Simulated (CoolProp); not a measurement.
R115 at several states: density (kg/m³) from the reference equation and from simpler models built on Tc = 80.0 °C, pc = 3129 kPa, ω = 0.248; each cubic takes its own stable root.

Values from CoolProp's reference Helmholtz-energy equation of state, Lemmon 2016.

```
T (°C)  p (kPa)   phase  reference
------  -------  ------  ---------
196.05     12.4     gas     0.4912
-39.55     1170  liquid       1552
-8.25     18300  liquid       1516
113.25     27.8     gas      1.339
```

### Question
How far does each simpler model (van der Waals, Redlich-Kwong) lie from the reference over these 4 states: mean and median of the absolute difference, and the worst?

### Answer
- van der Waals: mean 17.1 %, median 15.6 %, worst -37.0 % at -39.55 °C and 1170 kPa
- Redlich-Kwong: mean 3.3 %, median 2.4 %, worst -8.2 % at -39.55 °C and 1170 kPa
